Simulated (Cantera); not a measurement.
Cantera run:

```python
import numpy as np
import cantera as ct

gas_names = [...]  # 127 gases of nasa_gas.yaml made of C, Fe, H, O, S
cond_names = """
    C(gr) C6H6(L) C7H8(L) C8H18(L),n-octa Fe(a) Fe(c) Fe(d) Fe(L) FeC5O5(L) FeO(s) FeO(L) Fe(OH)2(s)
    Fe(OH)3(s) FeS(a) FeS(b) FeS(c) FeS(L) FeSO4(s) FeS2(s) Fe2O3(s) Fe2S3O12(s) Fe3O4(s) H2O(s) H2O(L)
    H2SO4(L) S(cr1) S(cr2) S(L)
""".split()


# ... load() reads the species with a 1 bar reference pressure and builds the phases ...
atoms = {
    'Fe2O3': {'Fe': 2, 'O': 3},
    'SO2': {'S': 1, 'O': 2},
    'CO2': {'C': 1, 'O': 2},
    'H2S': {'H': 2, 'S': 1},
}
top_T = {'C(gr)': 4500, 'FeSO4(s)': 950, 'FeS2(s)': 1010, 'Fe2O3(s)': 1830, 'Fe2S3O12(s)': 1100, 'Fe3O4(s)': 1870}  # K; cautious upper limits of use, not melting points


# ... equilibrate(T, P, feed) seeds the gas with the atoms and calls Mixture.equilibrate('TP', solver="vcs", rtol=1e-11, max_steps=5000) ...
results = []
feed = {'Fe2O3': 1, 'SO2': 2.3, 'CO2': 0.035, 'H2S': 2.6}  # mol
P = 1000  # Pa
for T in [1348, 1448, 1548, 1648, 1748, 1848, 1948]:
    mix = equilibrate(T, P, feed)
    results.append((T, P, feed, dict(zip(mix.species_names, mix.species_moles))))

top = {s: max(r[3][s] / sum(r[3][g] for g in gas_names) for r in results) for s in gas_names}
cols = sorted((s for s in top if top[s] > 0.001), key=lambda s: -top[s])[:8]
seen = [c for c in cond_names if any(r[3].get(c, 0) > 1e-12 for r in results)]
print("log10 of partial pressures in bar; condensed amounts in mol")
print(f"{'T/K':>10s}" + "".join(f"{s[:9]:>10s}" for s in cols + seen))
for T, P, feed, n in results:
    ng = sum(n[g] for g in gas_names)
    print(f"{T:10.4g}" + "".join(f"{np.log10(max(n[s] / ng * P / 1e5, 1e-99)):10.3f}" for s in cols)
          + "".join(f"{n.get(c, 0):10.4g}" for c in seen))
```

Result:

```
log10 of partial pressures in bar; condensed amounts in mol
       T/K       H2O       SO2        S2        H2        SO       H2S        SH         S    FeO(s)    FeO(L)    FeS(c)
      1348    -2.378    -2.425    -2.828    -3.479    -4.462    -3.977    -5.236    -6.656    0.9922         0     1.008
      1448    -2.424    -2.507    -2.645    -3.254    -4.132    -3.902    -4.833    -5.984      1.72         0    0.2799
      1548    -2.462    -2.537    -2.604    -3.104    -3.855    -3.944    -4.564    -5.458         2         0         0
      1648    -2.494    -2.533    -2.623    -2.999    -3.609    -4.034    -4.370    -5.023         2         0         0
      1748    -2.531    -2.533    -2.648    -2.915    -3.395    -4.127    -4.206    -4.641         0     1.998         0
      1848    -2.573    -2.538    -2.681    -2.849    -3.211    -4.223    -4.069    -4.306         0     1.991         0
      1948    -2.621    -2.550    -2.728    -2.800    -3.053    -4.330    -3.962    -4.013         0     1.959         0
```

Equilibrium computed with Cantera from the NASA thermochemical tables; the gas is ideal and each condensed phase is pure. Metal and sulfide melt together well below either melting point, which pure phases cannot show. Mutual solubility and eutectic melting of coexisting phases are not modelled. The tables' stoichiometric FeO is somewhat more stable than real wüstite, so its field is too wide. FeO, FeS: taken at fixed stoichiometry.
